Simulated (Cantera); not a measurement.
An adiabatic, constant-pressure homogeneous reactor starts with CH4 : O2 : N2 = 1 : 3.17 : 11.9 (molar parts), equivalence ratio 0.63, at 1475 K and 100000 Pa.

Detailed kinetics in Cantera: GRI-Mech 3.0 (53 species, 325 reactions).

x: mole fraction; the columns are a selection and need not sum to one.

| t (s) | T (K) | x CH4 | x O2 | x CH2 | x C2H | x C2H4 |
|---|---|---|---|---|---|---|
| 2.00e-6 | 1475 | 0.0622 | 0.197 | <1e-12 | <1e-12 | <1e-12 |
| 4.85e-6 | 1475 | 0.0622 | 0.197 | <1e-12 | <1e-12 | <1e-12 |
| 1.18e-5 | 1475 | 0.0622 | 0.197 | <1e-12 | <1e-12 | 5.79e-12 |
| 2.85e-5 | 1475 | 0.0622 | 0.197 | <1e-12 | <1e-12 | 1.15e-10 |
| 6.91e-5 | 1475 | 0.0622 | 0.197 | 2.34e-12 | <1e-12 | [?] |
| 0.000168 | 1475 | 0.0622 | 0.197 | 2.93e-11 | <1e-12 | [?] |
| 0.000406 | 1476 | 0.0620 | 0.197 | 5.88e-10 | <1e-12 | [?] |
| 0.000985 | 1492 | 0.0583 | 0.195 | 2.27e-8 | 1.73e-12 | [?] |
| 0.00239 | 2548 | <1e-12 | 0.0719 | <1e-12 | <1e-12 | <1e-12 |
| 0.00579 | 2544 | <1e-12 | 0.0700 | <1e-12 | <1e-12 | <1e-12 |
| 0.0140 | 2537 | <1e-12 | 0.0676 | <1e-12 | <1e-12 | <1e-12 |
| 0.0340 | 2533 | <1e-12 | 0.0664 | <1e-12 | <1e-12 | <1e-12 |
| 0.0825 | 2533 | <1e-12 | 0.0663 | <1e-12 | <1e-12 | <1e-12 |
| 0.200 | 2533 | <1e-12 | 0.0663 | <1e-12 | <1e-12 | <1e-12 |

Problem. Fill in the missing entries.

Solution. 
- 6.91e-5, x C2H4: 2.45e-9
- 0.000168, x C2H4: 7.29e-8
- 0.000406, x C2H4: 3.47e-6
- 0.000985, x C2H4: 0.000200
